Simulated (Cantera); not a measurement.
Feed: 1 mol (CH3)2SiCl2, 270 mol H2, equilibrated at 23.0 mbar.

Equilibrium computed with Cantera from the NASA thermochemical tables; the gas is ideal and each condensed phase is pure. Candidate condensed phases: C, C6H6, C7H8, C8H18, Si, SiC; 109 gas species. The feed counts by its element totals alone. The tables' values for SiCl are old estimates; treat these amounts as uncertain. Gases not in the tables: Si2H6 and higher silanes. Rates play no part. All values below are at 2498 K.

Base state: H2 0.837, H 0.150, HCl 0.00595, C2H2 (acetylene) 0.00303, Si 0.00294, Cl 0.000756, SiC2 0.000256, SiH 0.000108 (mole fractions); condensed: gas only.

Q: What changes in the equilibrium state with this change: H2 from 270 to 14 mol?

A: 
```csv
species,before,after
H2,0.837,0.715
H,0.150,0.139
HCl,0.00595,0.0809
Si,0.00294,0.0304
Cl,0.000756,0.0111
SiCl2,9.04e-7,0.00202
Si2C,1.47e-5,0.00271
SiCl,1.26e-5,0.00191
Si2,1.13e-6,0.000121
SiC2,0.000256,0.00784
"C(graphite), mol",0,1.30
```
